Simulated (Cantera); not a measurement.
**Transport properties of process gases**

Gas mixture: N2 : NO : N2O = 0.15 : 0.89 : 0.34 (molar parts), at 58.0 Pa, frozen composition.

Cantera's kinetic-theory transport with the Lennard-Jones parameters of GRI-Mech 3.0, ideal gas; thermal conductivity in the mixture-averaged form. The composition is frozen, though it would react at the higher temperatures.

```tsv
T (K)	ρ (kg/m³)	cp (J/kg/K)	μ (µPa s)	λ (mW/m/K)	Pr	D (cm²/s) C2H2	D (cm²/s) NO	D (cm²/s) NH3
400	0.000580	993.7	21.9	30.6	0.713	449	487	609
600	0.000386	1064	29.6	44.0	0.715	920	987	1290
800	0.000290	1127	36.1	56.6	0.719	1510	1610	2160
1000	0.000232	1176	42.0	68.5	0.722	2210	2350	3200
1200	0.000193	1207	47.5	79.5	0.720	3000	3190	4380
1400	0.000166	1233	52.5	90.0	0.720	3890	4120	5690
1600	0.000145	1254	57.3	99.9	0.720	4860	5150	7140
```
D: mixture-averaged diffusion coefficient of that species in the mixture.
